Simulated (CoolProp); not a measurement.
Neopentane at 372.97 K and 2.58 MPa is throttled through a valve to 1.34 MPa with no heat exchange. Each further row changes one setting.

Values from CoolProp's reference Helmholtz-energy equation of state, Lemmon 2006. It is a short technical equation, of lower accuracy than the large ones.

| case | temperature change (K) | final phase | final density (kg/m³) |
|---|---|---|---|
| as stated | … | liquid | … |
| outlet pressure 0.402 MPa | … | … | … |
| outlet pressure 1.74 MPa | … | liquid | … |

### Question
Complete the blanks.

### Answer

- as stated, temperature change (K): -0.3
- as stated, final density (kg/m³): 487
- outlet pressure 0.402 MPa, temperature change (K): -45.2
- outlet pressure 0.402 MPa, final phase: two-phase, vapour fraction 0.434
- outlet pressure 0.402 MPa, final density (kg/m³): 27.0
- outlet pressure 1.74 MPa, temperature change (K): -0.2
- outlet pressure 1.74 MPa, final density (kg/m³): 489
